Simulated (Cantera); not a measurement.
Feed: 1 mol borazine, 1.6 mol H₂O, 29 mol N₂, equilibrated at 1300 K and 13.0 mbar.

Method: chemical equilibrium by Gibbs-energy minimisation in Cantera with the NASA 1993 tables (ideal gas, pure condensed phases). Candidate condensed phases: B, BN, B₂O₃, B₃O₃H₃, H₂O; 39 gas species. The feed counts by its element totals alone. Mutual solubility and eutectic melting of coexisting phases are not modelled. Equilibrium is a limit: real reactors are often held back by kinetics, nucleation or transport.

Base state: N₂ 0.865, H₂ 0.134, HBO₂ 0.000432, H₂O 0.000256, HBO 2.94e-5, B₂O₃ 1.43e-5 (mole fractions); condensed: BN(s) + B₂O₃(l).

Problem. What changes in the equilibrium state with this change: temperature from 1300 K to 1850 K?

Solution. 
```json
[
 {"species": "N₂", "before": "0.865", "after": "0.846"},
 {"species": "H₂", "before": "0.134", "after": "0.122"},
 {"species": "HBO", "before": "2.94e-5", "after": "0.0146"},
 {"species": "BO", "before": "2.81e-8", "after": "0.00332"},
 {"species": "B₂O₂", "before": "9.02e-8", "after": "0.00603"},
 {"species": "H", "before": "3.56e-6", "after": "0.00165"},
 {"species": "B₂O₃", "before": "1.43e-5", "after": "0.00427"},
 {"species": "H₂O", "before": "0.000256", "after": "3.72e-5"},
 {"species": "BN(s), mol", "before": "1.94", "after": "1.60"},
 {"species": "B₂O₃(l), mol", "before": "0.520", "after": "0"}
]
```

Problem. What changes in the equilibrium state with this change: temperature from 1300 K to 1973 K?

Solution. 
```
species        before    after
------------  -------  -------
N₂              0.865    0.842
H₂              0.134    0.119
HBO           2.94e-5   0.0175
BO            2.81e-8  0.00893
B₂O₂          9.02e-8  0.00729
B₂O             <1e-9  1.04e-5
H             3.56e-6  0.00408
BN(s), mol       1.94     1.45
B₂O₃(l), mol    0.520        0
```
